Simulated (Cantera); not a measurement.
Input: 1 mol BCl3, 0.086 mol O2, 1.2 mol H2, 7.5 mol H2O, held at 1302 °C.

These are equilibrium values from Cantera (NASA tables, ideal gas, pure condensed phases), not measurements of a reactor. Candidate condensed phases: B, B2O3, B3O3H3, H2O; 33 gas species. Gases not in the tables: H3BO3. Equilibrium is a limit: real reactors are often held back by kinetics, nucleation or transport.

Question: Which condensed phases are stable at each of these points (P (Pa)): 10, 28, 77, 220, 600, 1700, 4600, 13000, 36000, 100000?

Answer: 
```csv
P (Pa),condensed phases,B condensed (%)
10,gas only,0.0
28,gas only,0.0
77,gas only,0.0
220,gas only,0.0
600,gas only,0.0
1700,gas only,0.0
4600,gas only,0.0
13000,gas only,0.0
36000,B2O3(l),36.8
100000,B2O3(l),58.7
```

From 10.0 Pa to 0.130 bar nothing is condensed. From 0.360 bar to 1.00 bar the condensed part is B2O3(l).
